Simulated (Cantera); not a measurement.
What does this Cantera script print?

```python
import numpy as np
import cantera as ct

gas_names = """
    H HNO HNO2 HNO3 HO2 H2 H2O H2O2 N NH NH2 NH3 NH2OH NO NO2 NO3 N2 N2H2 N2H4 N2O O OH O2 O3 Zr ZrN ZrO
    ZrO2
""".split()
cond_names = """
    H2O(s) H2O(L) Zr(a) Zr(b) Zr(L) ZrN(s) ZrN(L) ZrO2(a) ZrO2(b) ZrO2(L)
""".split()


def load(file, names, dense=False):
    # The tables refer to 1 bar. Condensed volumes are neglected.
    table = {s.name: s for s in ct.Species.list_from_file(file)}
    out = []
    for n in names:
        d = dict(table[n].input_data)
        d["thermo"] = dict(d["thermo"], **{"reference-pressure": 1e5})
        if dense:
            d["equation-of-state"] = {"model": "constant-volume", "density": "1e6 g/cm^3"}
        out.append(ct.Species.from_dict(d))
    return out


gas = ct.Solution(thermo="ideal-gas", species=load("nasa_gas.yaml", gas_names))
cond = {s.name: ct.Solution(thermo="fixed-stoichiometry", species=[s], name=s.name)
        for s in load("nasa_condensed.yaml", cond_names, dense=True)}
atoms = {
    'Zr': {'Zr': 1},
    'N2O': {'N': 2, 'O': 1},
    'H2': {'H': 2},
}
top_T = {}  # K; cautious upper limits of use, not melting points


def equilibrate(T, P, feed):
    n = {}
    for name, mol in feed.items():
        for a, k in atoms[name].items():
            n[a] = n.get(a, 0.0) + k * mol
    gas.TPX = T, P, n
    mass = sum(n.values()) * gas.mean_molecular_weight
    gas.equilibrate("TP")
    valid = [c for c in cond.values() if c.min_temp <= T <= top_T.get(c.name, c.max_temp)]
    mix = ct.Mixture([(gas, mass / gas.mean_molecular_weight)] + [(c, 0.0) for c in valid])
    mix.T, mix.P = T, P
    mix.equilibrate("TP", solver="vcs", rtol=1e-11, max_steps=5000)
    return mix


results = []
feed = {'Zr': 1, 'N2O': 0.47, 'H2': 3.5}  # mol
P = 0.6  # Pa
for T in [1548, 1623, 1698, 1773, 1848, 1923, 1998, 2073, 2148, 2223, 2298, 2373, 2448, 2523]:
    mix = equilibrate(T, P, feed)
    results.append((T, P, feed, dict(zip(mix.species_names, mix.species_moles))))
    x = sorted(zip(gas.X, gas.species_names), reverse=True)
    print(f"T = {T:g} K  P = {P:g} Pa  gas = {mix.phase_moles(0):.4g} mol")
    print("   x: " + "  ".join(f"{s} {v:.3e}" for v, s in x if v > 0.001))
    print("   condensed (mol): " + ("  ".join(f"{mix.phase(i).name} {mix.phase_moles(i):.4g}"
          for i in range(1, mix.n_phases) if mix.phase_moles(i) > 1e-12) or "none"))
```

Output:

```
T = 1548 K  P = 0.6 Pa  gas = 3.61 mol
   x: H2 9.634e-01  N2 2.424e-02  H 1.234e-02
   condensed (mol): ZrN(s) 0.765  ZrO2(b) 0.235
T = 1623 K  P = 0.6 Pa  gas = 3.637 mol
   x: H2 9.485e-01  H 2.748e-02  N2 2.405e-02
   condensed (mol): ZrN(s) 0.765  ZrO2(b) 0.235
T = 1698 K  P = 0.6 Pa  gas = 3.692 mol
   x: H2 9.197e-01  H 5.661e-02  N2 2.370e-02
   condensed (mol): ZrN(s) 0.765  ZrO2(b) 0.235
T = 1773 K  P = 0.6 Pa  gas = 3.793 mol
   x: H2 8.687e-01  H 1.082e-01  N2 2.307e-02
   condensed (mol): ZrN(s) 0.765  ZrO2(b) 0.235
T = 1848 K  P = 0.6 Pa  gas = 3.968 mol
   x: H2 7.860e-01  H 1.919e-01  N2 2.206e-02
   condensed (mol): ZrN(s) 0.7649  ZrO2(b) 0.2349
T = 1923 K  P = 0.6 Pa  gas = 4.257 mol
   x: H2 6.654e-01  H 3.137e-01  N2 2.063e-02
   condensed (mol): ZrN(s) 0.7644  ZrO2(b) 0.2344
T = 1998 K  P = 0.6 Pa  gas = 4.698 mol
   x: H2 5.109e-01  H 4.681e-01  N2 1.910e-02  ZrO 1.876e-03
   condensed (mol): ZrN(s) 0.7605  ZrO2(b) 0.2306
T = 2073 K  P = 0.6 Pa  gas = 5.334 mol
   x: H 6.280e-01  H2 3.421e-01  N2 1.911e-02  ZrO 1.051e-02
   condensed (mol): ZrN(s) 0.7361  ZrO2(b) 0.2068
T = 2148 K  P = 0.6 Pa  gas = 6.294 mol
   x: H 7.369e-01  H2 1.876e-01  ZrO 4.800e-02  N2 2.638e-02
   condensed (mol): ZrN(s) 0.6079  ZrO2(b) 0.08306
T = 2223 K  P = 0.6 Pa  gas = 7.066 mol
   x: H 8.024e-01  H2 9.415e-02  ZrO 6.639e-02  N2 3.164e-02  Zr 5.323e-03
   condensed (mol): ZrN(s) 0.4929
T = 2298 K  P = 0.6 Pa  gas = 7.626 mol
   x: H 8.282e-01  ZrO 6.160e-02  H2 4.486e-02  N2 3.970e-02  Zr 2.567e-02
   condensed (mol): ZrN(s) 0.3344
T = 2373 K  P = 0.6 Pa  gas = 8.305 mol
   x: H 8.032e-01  Zr 6.382e-02  N2 5.659e-02  ZrO 5.658e-02  H2 1.984e-02
   condensed (mol): none
T = 2448 K  P = 0.6 Pa  gas = 8.386 mol
   x: H 8.146e-01  Zr 6.322e-02  N2 5.604e-02  ZrO 5.602e-02  H2 1.005e-02
   condensed (mol): none
T = 2523 K  P = 0.6 Pa  gas = 8.426 mol
   x: H 8.203e-01  Zr 6.293e-02  N2 5.576e-02  ZrO 5.573e-02  H2 5.227e-03
   condensed (mol): none
```

These are equilibrium values from Cantera (NASA tables, ideal gas, pure condensed phases), not measurements of a reactor. Mutual solubility and eutectic melting of coexisting phases are not modelled. ZrN: taken at fixed stoichiometry. Condensed phases not in the tables: solid solutions among these carbides, nitrides and lower oxides.
